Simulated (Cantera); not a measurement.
An adiabatic, constant-pressure homogeneous reactor starts with C₂H₄ : O₂ : N₂ : CO₂ = 1 : 2.5 : 9.4 : 1.2 (molar parts), equivalence ratio 1.2, at 1000 K and 500000 Pa. Integrator tolerance rtol = 1e-08.

Model: GRI-Mech 3.0 (53 species, 325 reactions), integrated in Cantera. GRI-Mech 3.0 was tuned for natural gas; its chemistry of ethylene as a main component is partial and can be far from experiment.

```tsv
quantity	before	after
time of steepest temperature rise	0.155 s	0.211 s
temperature at 7.00 s	2612 K	2011 K
equilibrium temperature	2612 K	2011 K
x(C₂H₄) at 7.00 s	<1e-12 (gas-phase equilibrium <1e-12)	<1e-12 (gas-phase equilibrium <1e-12)
x(O₂) at 7.00 s	0.00356 (gas-phase equilibrium 0.00356)	9.57e-8 (gas-phase equilibrium 9.57e-8)
x(CO₂) at 7.00 s	0.146 (gas-phase equilibrium 0.146)	0.0704 (gas-phase equilibrium 0.0704)
x(HCN) at 7.00 s	4.30e-9 (gas-phase equilibrium 4.30e-9)	1.24e-7 (gas-phase equilibrium 1.24e-7)
x(CH₂CO) at 7.00 s	<1e-12 (gas-phase equilibrium <1e-12)	<1e-12 (gas-phase equilibrium <1e-12)
```

**Question.** Which change was made?
(A) CO2 1.2 to 0.39 parts
(B) pressure from 500000 Pa to 65000 Pa
(C) O2 2.5 to 1.6 parts
(D) initial temperature 1000 to 1650 K

**Answer.** C, O2 2.5 to 1.6 parts
